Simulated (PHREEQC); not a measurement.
Acid mine or pickling water: speciation

Synthetic water in mg/L, 25 °C, pH 3.19, pe 12.6: Na 546; K 107; Ca 387; Mg 137; Cl 801; S(6) as SO4 1780; Pb 2.83.

Valence states are taken as typed.

Computed with PHREEQC (ion-association model, phreeqc.dat).

Each row changes one thing in this solution. No solid was allowed to form.

| case | ionic strength (mol/kgw) | SO4-2 (mol/kgw) | Ca+2 (mol/kgw) | Mg+2 (mol/kgw) | HSO4- (mol/kgw) | Pb+2 (mol/kgw) | SI of Anglesite (PbSO4) | SI of Gypsum (CaSO4:2H2O) |
|---|---|---|---|---|---|---|---|---|
| as made | 0.0719 | 0.0127 | 0.00694 | 0.00368 | 0.000414 | 5.17e-6 | -0.16 | -0.22 |
| temperature from 25 to 65 °C at the same typed pH | 0.0669 | (withheld) | 0.00684 | 0.00273 | 0.000944 | 4.81e-6 | (withheld) | -0.24 |
| Na from 546 to 1640 mg/L | 0.0965 | 0.0124 | 0.00733 | 0.00393 | 0.000375 | 5.78e-6 | -0.20 | -0.29 |

What belongs in the gaps?


- temperature from 25 to 65 °C at the same typed pH, SO4-2 (mol/kgw): 0.0111
- temperature from 25 to 65 °C at the same typed pH, SI of Anglesite (PbSO4): -0.48

At this temperature some constants are extrapolated from 25 °C, and those without enthalpy data are left unchanged.
